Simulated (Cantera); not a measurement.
Thermodynamics of carbon deposition, reforming and gasification, feed CO + O2 + NH3

Feed: 1 mol CO, 0.4 mol O2, 1.9 mol NH3, equilibrated at 1348.15 K and 1.50 mbar.

Method: chemical equilibrium by Gibbs-energy minimisation in Cantera with the NASA 1993 tables (ideal gas, pure condensed phases). Candidate condensed phases: C, C6H6, C7H8, C8H18, H2O; 136 gas species. Equilibrium is a limit: real reactors are often held back by kinetics, nucleation or transport.

The x(H2) is 0.455 and the x(N2) comes out as 0.198. The x(CO) is 0.180. The x(H2O) is 0.139. The x(CO2) comes out as 0.0280 and the x(H) comes out as 4.04e-5. The gas amount is 4.800 mol and the log10 activity of C(graphite) (absent) is -5.29.
